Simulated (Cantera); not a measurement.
A perfectly stirred reactor is fed with CH4 : CO : O2 : N2 = 1 : 0.11 : 3.95 : 14.9 (molar parts), equivalence ratio 0.52, at 4.30 bar; it is adiabatic with a 523 K inlet, and is followed from long to short residence time, starting on the burning branch (τ in s: 0.19, 0.066, 0.023, 0.0078, 0.0027, 0.00093, 0.00032, 0.00011, 3.8e-05, 1.3e-05, 4.5e-06).

Cantera simulation using GRI-Mech 3.0 (53 species, 325 reactions); the numbers are that mechanism's predictions, not measurements.

Question: Predict: blow-out, bracketed by the residence times tried; x(CH4) at τ = 0.190 s; x(CO) at τ = 0.190 s; x(O2) at τ = 0.190 s; x(C2H2) at τ = 0.190 s; x(HCN) at τ = 0.190 s; x(CH4) at τ = 0.930 ms; x(CO) at τ = 0.930 ms; x(O2) at τ = 0.930 ms; x(C2H2) at τ = 0.930 ms; x(HCN) at τ = 0.930 ms.

Answer: 
```json
{
 "blow_out_bracketed_by_the_residence_times_tried": "burning at 0.320 ms, out at 0.110 ms",
 "x(CH4) at τ = 0.190 s": "5.44e-6",
 "x(CO) at τ = 0.190 s": "8.10e-5",
 "x(O2) at τ = 0.190 s": "0.0952",
 "x(C2H2) at τ = 0.190 s": "1.18e-9",
 "x(HCN) at τ = 0.190 s": "1.91e-9",
 "x(CH4) at τ = 0.930 ms": "0.000232",
 "x(CO) at τ = 0.930 ms": "0.00387",
 "x(O2) at τ = 0.930 ms": "0.0972",
 "x(C2H2) at τ = 0.930 ms": "6.88e-8",
 "x(HCN) at τ = 0.930 ms": "1.28e-8"
}
```
